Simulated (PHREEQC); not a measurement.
Dissolve 0.012 mol/kgw NaCl, 0.0045 mol/kgw NiSO4, 0.024 mol/kgw (CH3)4NCl and 5.5e-05 mol/kgw Al2(SO4)3 at 25 °C. Closed to the air; pH follows from the charge balance.

The numbers come from PHREEQC with the ion-association model, wateq4f.dat.

Each row changes one thing in this solution. Precipitation was switched off in this run.

```csv
case,pH,ionic strength (mol/kgw),SO4-2 (mol/kgw),NaSO4- (mol/kgw),AlSO4+ (mol/kgw),Al+3 (mol/kgw),SI of Boehmite (AlOOH),SI of Gibbsite (Al(OH)3)
as made,4.84,0.0515,0.00391,0.000106,5.65e-5,3.44e-5,+0.86,+1.34
diluted 5-fold with water,5.02,0.0106,0.000859,6.79e-6,6.42e-6,7.42e-6,+0.97,+1.45
NiSO4 left out,4.64,0.0367,0.000154,4.62e-6,6.46e-6,8.08e-5,+0.68,+1.15
diluted 2-fold with water,4.91,0.0261,0.00204,3.33e-5,2.38e-5,1.84e-5,+0.91,+1.38
0.025 mol/kgw KCl added,4.83,0.0764,0.00380,9.16e-5,5.01e-5,4.07e-5,+0.82,+1.29
```

Complexes and solids missing from the database can't appear. Some of these states are supersaturated (in Basaluminite, Boehmite (slow to form), for instance). (CH3)4N+ isn't in the database: it is added as a free cation with an ion size of 4 Å.
